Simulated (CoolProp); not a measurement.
Isohexane at several states: Z from the reference equation and from simpler models built on Tc = 497.7 K, pc = 3043 kPa, ω = 0.280; each cubic takes its own stable root.

Model: reference Helmholtz-energy equation of state, Lemmon 2006, in CoolProp. It is a short technical equation, of lower accuracy than the large ones.

```tsv
T (K)	p (kPa)	phase	reference
166.7	84.3	liquid	0.006863
271.2	99.9	liquid	0.005674
358.5	81.2	gas	0.9706
```

Task: How far does each simpler model (van der Waals, Soave-Redlich-Kwong, Peng-Robinson) lie from the reference over these 3 states: mean and median of the absolute difference, and the worst?

Result: 
- van der Waals: mean 5625.9 %, median 69.6 %, worst +16806.9 % at 271.2 K and 99.9 kPa
- Soave-Redlich-Kwong: mean 7.5 %, median 9.2 %, worst +12.8 % at 166.7 K and 84.3 kPa
- Peng-Robinson: mean 1.3 %, median 0.7 %, worst -3.0 % at 271.2 K and 99.9 kPa

At some of these states van der Waals gives the other phase, because its saturation line lies elsewhere.
